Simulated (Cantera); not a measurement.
Input: 1 mol B, 1.3 mol Cl2, 1 mol O2, equilibrated at 1325 K and 83.0 mbar.

Cantera equilibrium calculation (NASA polynomials, part measured and part estimated; ideal gas, pure solids and liquids). Candidate condensed phases: B, B2O3; 18 gas species. The tables' values for BOCl are old estimates; treat these amounts as uncertain. Equilibrium is a limit: real reactors are often held back by kinetics, nucleation or transport.

Base state: Cl2 0.795, O2 0.157, Cl 0.0478, ClO 0.000172, BOCl 4.06e-5, BCl3 1.83e-5 (mole fractions); condensed: B2O3(l).

Question: What changes in the equilibrium state with this change: temperature from 1325 K to 1050 K?

Answer: 
```json
[
 {"species": "Cl2", "before": "0.795", "after": "0.836"},
 {"species": "O2", "before": "0.157", "after": "0.161"},
 {"species": "Cl", "before": "0.0478", "after": "0.00251"},
 {"species": "BCl3", "before": "1.83e-5", "after": "1.24e-7"},
 {"species": "BOCl", "before": "4.06e-5", "after": "3.45e-8"},
 {"species": "ClO", "before": "0.000172", "after": "1.59e-5"},
 {"species": "B2O3(l), mol", "before": "0.500", "after": "0.500"}
]
```

Question: What changes in the equilibrium state with this change: temperature from 1325 K to 898.15 K?

Answer: 
| species | before | after |
|---|---|---|
| Cl2 | 0.795 | 0.839 |
| O2 | 0.157 | 0.161 |
| Cl | 0.0478 | 0.000227 |
| BCl3 | 1.83e-5 | 1.90e-9 |
| BOCl | 4.06e-5 | <1e-9 |
| ClO | 0.000172 | 2.22e-6 |
| B2O3(l), mol | 0.500 | 0.500 |

Question: What changes in the equilibrium state with this change: temperature from 1325 K to 1650 K?

Answer: 
```json
[
 {"species": "Cl2", "before": "0.795", "after": "0.497"},
 {"species": "Cl", "before": "0.0478", "after": "0.358"},
 {"species": "O2", "before": "0.157", "after": "0.132"},
 {"species": "BOCl", "before": "4.06e-5", "after": "0.00638"},
 {"species": "B2O3", "before": "4.42e-6", "after": "0.00419"},
 {"species": "BO2", "before": "1.38e-6", "after": "0.000460"},
 {"species": "O", "before": "3.79e-7", "after": "3.27e-5"},
 {"species": "B2O3(l), mol", "before": "0.500", "after": "0.485"}
]
```
